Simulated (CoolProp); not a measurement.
Saturation properties of n-nonane.

Values from CoolProp's reference Helmholtz-energy equation of state, Lemmon 2006. It is a short technical equation, of lower accuracy than the large ones.

```tsv
T (K)	p (bar)	enthalpy of vaporisation (kJ/kg)	vapour Z	surface tension (mN/m)	liquid viscosity (µPa s)	vapour viscosity (µPa s)
356.6	0.1118	329.5	0.9880	17.0	355	6.45
363.3	0.1457	325.6	0.9855	16.4	335	6.56
370	0.1877	321.7	0.9825	15.8	317	6.68
376.7	___	317.8	0.9792	15.2	300	___
383.4	0.3014	313.9	0.9754	14.6	284	6.90
390.1	0.3763	309.9	0.9711	14.0	270	7.01
396.8	0.4655	305.8	0.9664	13.4	256	7.12
403.5	0.5709	301.7	0.9611	12.9	243	7.23
410.2	___	297.5	0.9554	12.3	231	7.34
416.9	0.8384	293.2	0.9490	11.7	220	___
```

**Question.** Complete the blanks.

**Answer.** 
- 376.7, p (bar): 0.2391
- 376.7, vapour viscosity (µPa s): 6.79
- 410.2, p (bar): 0.6945
- 416.9, vapour viscosity (µPa s): 7.45

It boils at 423.9 K under 1 atm.

Viscosity comes from a separate model (Huber 2004). Surface tension comes from a separate correlation (Mulero 2012).
